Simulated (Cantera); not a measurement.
# Boron, boron nitride and boron oxide: borazine + H2O + N2

Input: 1 mol borazine, a varied amount of H2O, 9.7 mol N2, equilibrated at 1450 K and 1.05 Torr.

Equilibrium computed with Cantera from the NASA thermochemical tables; the gas is ideal and each condensed phase is pure. Candidate condensed phases: B, BN, B2O3, B3O3H3, H2O; 39 gas species. The feed counts by its element totals alone. Mutual solubility and eutectic melting of coexisting phases are not modelled. Kinetics and transport are ignored.

At 0.25 mol H2O the condensed part is BN(s). From 0.94 mol H2O to 4.4 mol H2O the condensed part is BN(s) + B2O3(l). From 5.1 mol H2O to 7.1 mol H2O the condensed part is B2O3(l). The main B-bearing gas is B2O3 at 0.25 mol H2O and HBO2 at 7.1 mol H2O. The share of B in condensed phases is highest at 0.25 mol H2O (94.7 %) and lowest at 7.1 mol H2O (14.0 %).

```
n(H2O) (mol)  log p N2  log p H2  log p HBO2  log p H2O  n BN(s)  n B2O3(l)
------------  --------  --------  ----------  ---------  -------  ---------
0.25             -2.98     -3.47       -5.27      -6.65     2.84          0
0.94             -3.00     -3.41       -5.07      -6.51     2.39      0.163
1.6              -3.02     -3.37       -5.05      -6.48     1.95      0.370
2.3              -3.04     -3.34       -5.04      -6.45     1.48      0.590
3                -3.05     -3.31       -5.03      -6.43     1.02      0.809
3.7              -3.07     -3.29       -5.02      -6.41    0.552       1.03
4.4              -3.08     -3.26       -5.01      -6.39   0.0869       1.25
5.1              -3.10     -3.28       -4.24      -4.85        0      0.980
5.8              -3.12     -3.30       -4.02      -4.40        0      0.668
6.4              -3.14     -3.31       -3.92      -4.20        0      0.444
7.1              -3.16     -3.33       -3.84      -4.05        0      0.210
```
log p: log10 of the partial pressure in bar; n: condensed amount in mol.
